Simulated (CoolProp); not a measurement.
Vapour-liquid equilibrium of propylene (1) + isobutane (2) at 288.9 K; x and y are mole fractions of (1).

The numbers come from the multi-fluid Helmholtz-energy mixture model, Lemmon 2013 and Bücker 2006; pair parameters Bell 2016 in CoolProp.

```json
[
 {"x": "0.05", "bubble pressure (MPa)": "0.3044", "y at the bubble point": "0.160", "dew pressure at overall composition x (MPa)": "0.2765", "liquid density (mol/L)": "9.775"},
 {"x": "0.125", "bubble pressure (MPa)": "0.3506", "y at the bubble point": "0.310", "dew pressure at overall composition x (MPa)": "0.2951", "liquid density (mol/L)": "9.942"},
 {"x": "0.2", "bubble pressure (MPa)": "0.3883", "y at the bubble point": "0.414", "dew pressure at overall composition x (MPa)": "0.3159", "liquid density (mol/L)": "10.12"},
 {"x": "0.275", "bubble pressure (MPa)": "0.4221", "y at the bubble point": "0.497", "dew pressure at overall composition x (MPa)": "0.3390", "liquid density (mol/L)": "10.31"},
 {"x": "0.35", "bubble pressure (MPa)": "0.4552", "y at the bubble point": "0.570", "dew pressure at overall composition x (MPa)": "0.3646", "liquid density (mol/L)": "10.51"},
 {"x": "0.425", "bubble pressure (MPa)": "0.4897", "y at the bubble point": "0.639", "dew pressure at overall composition x (MPa)": "0.3927", "liquid density (mol/L)": "10.73"},
 {"x": "0.5", "bubble pressure (MPa)": "0.5272", "y at the bubble point": "0.705", "dew pressure at overall composition x (MPa)": "0.4236", "liquid density (mol/L)": "10.95"},
 {"x": "0.575", "bubble pressure (MPa)": "0.5693", "y at the bubble point": "0.768", "dew pressure at overall composition x (MPa)": "0.4575", "liquid density (mol/L)": "11.17"},
 {"x": "0.65", "bubble pressure (MPa)": "0.6170", "y at the bubble point": "0.827", "dew pressure at overall composition x (MPa)": "0.4955", "liquid density (mol/L)": "11.40"},
 {"x": "0.725", "bubble pressure (MPa)": "0.6712", "y at the bubble point": "0.879", "dew pressure at overall composition x (MPa)": "0.5397", "liquid density (mol/L)": "11.63"},
 {"x": "0.8", "bubble pressure (MPa)": "0.7317", "y at the bubble point": "0.924", "dew pressure at overall composition x (MPa)": "0.5940", "liquid density (mol/L)": "11.86"},
 {"x": "0.875", "bubble pressure (MPa)": "0.7974", "y at the bubble point": "0.960", "dew pressure at overall composition x (MPa)": "0.6664", "liquid density (mol/L)": "12.08"},
 {"x": "0.95", "bubble pressure (MPa)": "0.8655", "y at the bubble point": "0.987", "dew pressure at overall composition x (MPa)": "0.7776", "liquid density (mol/L)": "12.28"}
]
```

No azeotrope shows between x = 0.05 and 0.95.

Pair parameters are fitted to limited data, so mixtures are less certain than the pure fluids. The gap from Raoult's law changes sign with composition, which may be real or a fault of the pair parameters; it wasn't checked against measurements.
